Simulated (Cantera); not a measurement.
An adiabatic, constant-volume homogeneous reactor starts with CO : H2 : O2 : N2 = 1 : 0.88 : 0.855 : 3.21 (molar parts), equivalence ratio 1.1, at 1375 K and 22500 Torr. Integrator tolerance rtol = 1e-08.

Model: GRI-Mech 3.0 (53 species, 325 reactions), integrated in Cantera. The hydrogen kinetics of GRI-Mech 3.0 are dated; newer H2 mechanisms differ, most at raised pressure. The pressure lies above the range GRI-Mech 3.0 was tuned for (to about 10 atm). Above 3000 K some thermodynamic fits are extrapolated.

Problem. What does this change do: initial temperature 1375 to 1625 K?

Solution. 
```
quantity                                                            before                                    after
---------------------------------  ---------------------------------------  ---------------------------------------
time of steepest temperature rise                                  3.15 µs                                 0.471 µs
temperature at 3.00 s                                               3228 K                                   3301 K
equilibrium temperature                                             3228 K                                   3301 K
x(CO) at 3.00 s                      0.0783 (gas-phase equilibrium 0.0783)    0.0872 (gas-phase equilibrium 0.0872)
x(H2) at 3.00 s                      0.0128 (gas-phase equilibrium 0.0128)    0.0149 (gas-phase equilibrium 0.0149)
x(O2) at 3.00 s                      0.0164 (gas-phase equilibrium 0.0164)    0.0194 (gas-phase equilibrium 0.0194)
x(NO2) at 3.00 s                   1.67e-5 (gas-phase equilibrium 1.67e-5)  1.89e-5 (gas-phase equilibrium 1.89e-5)
x(H2O) at 3.00 s                       0.142 (gas-phase equilibrium 0.142)      0.135 (gas-phase equilibrium 0.135)
x(NO) at 3.00 s                      0.0151 (gas-phase equilibrium 0.0151)    0.0176 (gas-phase equilibrium 0.0176)
```

Problem. What does this change do: initial temperature 1375 to 1273 K?

Solution. 
```csv
quantity,before,after
time of steepest temperature rise,3.15 µs,16.3 µs
temperature at 3.00 s,3228 K,3198 K
equilibrium temperature,3228 K,3198 K
x(CO) at 3.00 s,0.0783 (gas-phase equilibrium 0.0783),0.0746 (gas-phase equilibrium 0.0746)
x(H2) at 3.00 s,0.0128 (gas-phase equilibrium 0.0128),0.0120 (gas-phase equilibrium 0.0120)
x(O2) at 3.00 s,0.0164 (gas-phase equilibrium 0.0164),0.0152 (gas-phase equilibrium 0.0152)
x(NO2) at 3.00 s,1.67e-5 (gas-phase equilibrium 1.67e-5),1.57e-5 (gas-phase equilibrium 1.57e-5)
x(H2O) at 3.00 s,0.142 (gas-phase equilibrium 0.142),0.144 (gas-phase equilibrium 0.144)
x(NO) at 3.00 s,0.0151 (gas-phase equilibrium 0.0151),0.0141 (gas-phase equilibrium 0.0141)
```

Problem. What does this change do: H2 0.88 to 0.43 parts?

Solution. 
| quantity | before | after |
|---|---|---|
| time of steepest temperature rise | 3.15 µs | 3.73 µs |
| temperature at 3.00 s | 3228 K | 3109 K |
| equilibrium temperature | 3228 K | 3109 K |
| x(CO) at 3.00 s | 0.0783 (gas-phase equilibrium 0.0783) | 0.0489 (gas-phase equilibrium 0.0489) |
| x(H2) at 3.00 s | 0.0128 (gas-phase equilibrium 0.0128) | 0.00319 (gas-phase equilibrium 0.00319) |
| x(O2) at 3.00 s | 0.0164 (gas-phase equilibrium 0.0164) | 0.0387 (gas-phase equilibrium 0.0387) |
| x(NO2) at 3.00 s | 1.67e-5 (gas-phase equilibrium 1.67e-5) | 3.79e-5 (gas-phase equilibrium 3.79e-5) |
| x(H2O) at 3.00 s | 0.142 (gas-phase equilibrium 0.142) | 0.0762 (gas-phase equilibrium 0.0762) |
| x(NO) at 3.00 s | 0.0151 (gas-phase equilibrium 0.0151) | 0.0211 (gas-phase equilibrium 0.0211) |
